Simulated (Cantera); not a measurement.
Premixed flame

A freely propagating, adiabatic, planar premixed flame of 9.74 % CH3OH, 19.0 % O2, 71.3 % N2, unburnt at 400 K and 8.40 bar; unity-Lewis-number transport, grid criteria slope 0.08 and curve 0.16, no radiation.

Computed with Cantera and GRI-Mech 3.0 (53 species, 325 reactions). GRI-Mech 3.0 was tuned for natural gas; its chemistry of methanol as a main component is partial and can be far from experiment. Unity Lewis numbers drop preferential diffusion, which matters most where H2 and H carry the flame. Burning velocities carry a grid error of a few per cent, more on coarse grids.

```json
[
 {"z (mm)": "-0.279", "T (K)": "402", "u (m/s)": "0.211", "x CH3OH": "0.0973", "x O2": "0.190", "x NO": "<1e-8", "x H2O": "0.000198", "x NO2": "<1e-8", "x CH2": "<1e-8"},
 {"z (mm)": "-0.186", "T (K)": "413", "u (m/s)": "0.217", "x CH3OH": "0.0964", "x O2": "0.189", "x NO": "<1e-8", "x H2O": "0.00154", "x NO2": "4.09e-8", "x CH2": "<1e-8"},
 {"z (mm)": "-0.140", "T (K)": "441", "u (m/s)": "0.232", "x CH3OH": "0.0945", "x O2": "0.186", "x NO": "<1e-8", "x H2O": "0.00475", "x NO2": "1.25e-7", "x CH2": "<1e-8"},
 {"z (mm)": "-0.0931", "T (K)": "571", "u (m/s)": "0.302", "x CH3OH": "0.0854", "x O2": "0.175", "x NO": "3.52e-8", "x H2O": "0.0198", "x NO2": "5.05e-7", "x CH2": "<1e-8"},
 {"z (mm)": "-0.0465", "T (K)": "996", "u (m/s)": "0.540", "x CH3OH": "0.0534", "x O2": "0.135", "x NO": "4.97e-7", "x H2O": "0.0727", "x NO2": "1.48e-6", "x CH2": "<1e-8"},
 {"z (mm)": "-0.0233", "T (K)": "1357", "u (m/s)": "0.751", "x CH3OH": "0.0253", "x O2": "0.100", "x NO": "1.79e-6", "x H2O": "0.119", "x NO2": "1.47e-6", "x CH2": "<1e-8"},
 {"z (mm)": "0", "T (K)": "1744", "u (m/s)": "0.980", "x CH3OH": "0.00135", "x O2": "0.0637", "x NO": "4.73e-6", "x H2O": "0.167", "x NO2": "1.56e-7", "x CH2": "5.64e-7"},
 {"z (mm)": "0.0233", "T (K)": "1904", "u (m/s)": "1.06", "x CH3OH": "7.66e-7", "x O2": "0.0501", "x NO": "6.61e-6", "x H2O": "0.178", "x NO2": "2.66e-8", "x CH2": "1.38e-8"},
 {"z (mm)": "0.0465", "T (K)": "1970", "u (m/s)": "1.09", "x CH3OH": "<1e-8", "x O2": "0.0461", "x NO": "7.77e-6", "x H2O": "0.181", "x NO2": "3.15e-8", "x CH2": "<1e-8"},
 {"z (mm)": "0.0931", "T (K)": "2023", "u (m/s)": "1.12", "x CH3OH": "<1e-8", "x O2": "0.0432", "x NO": "9.11e-6", "x H2O": "0.183", "x NO2": "3.51e-8", "x CH2": "<1e-8"},
 {"z (mm)": "0.186", "T (K)": "2051", "u (m/s)": "1.13", "x CH3OH": "<1e-8", "x O2": "0.0420", "x NO": "1.04e-5", "x H2O": "0.184", "x NO2": "3.01e-8", "x CH2": "<1e-8"},
 {"z (mm)": "0.372", "T (K)": "2061", "u (m/s)": "1.14", "x CH3OH": "<1e-8", "x O2": "0.0416", "x NO": "1.17e-5", "x H2O": "0.185", "x NO2": "2.51e-8", "x CH2": "<1e-8"},
 {"z (mm)": "0.745", "T (K)": "2062", "u (m/s)": "1.14", "x CH3OH": "<1e-8", "x O2": "0.0416", "x NO": "1.39e-5", "x H2O": "0.185", "x NO2": "2.81e-8", "x CH2": "<1e-8"}
]
```
x: mole fraction of selected species; z is measured from the peak of heat release.

```json
{
  "laminar_burning_velocity": "21.0 cm/s",
  "thermal_thickness": "0.0931 mm",
  "peak x(CH2)": "5.71e-7",
  "grid_points": "124"
}
```
